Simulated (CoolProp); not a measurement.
n-nonane at several states: fugacity coefficient from the reference equation and from simpler models built on Tc = 594.5 K, pc = 2.282 MPa, ω = 0.443; each cubic takes its own stable root.

Computed with CoolProp (reference Helmholtz-energy equation of state, Lemmon 2006). It is a short technical equation, of lower accuracy than the large ones.

```json
[
 {"T (K)": "281.7", "p (MPa)": "4.12", "phase": "liquid", "reference": "6.321e-5"},
 {"T (K)": "520.5", "p (MPa)": "0.142", "phase": "gas", "reference": "0.9644"},
 {"T (K)": "273.1", "p (MPa)": "0.797", "phase": "liquid", "reference": "0.0001336"},
 {"T (K)": "409.8", "p (MPa)": "1.09", "phase": "liquid", "reference": "0.06416"},
 {"T (K)": "414", "p (MPa)": "1.28", "phase": "liquid", "reference": "0.06198"}
]
```

Question: How far does each simpler model (van der Waals, Redlich-Kwong, Peng-Robinson) lie from the reference over these 5 states: mean and median of the absolute difference, and the worst?

Answer: 
- van der Waals: mean 12940.9 %, median 464.8 %, worst +35446.4 % at 273.1 K and 0.797 MPa
- Redlich-Kwong: mean 580.4 %, median 148.4 %, worst +1382.8 % at 273.1 K and 0.797 MPa
- Peng-Robinson: mean 7.2 %, median 1.3 %, worst +17.0 % at 273.1 K and 0.797 MPa
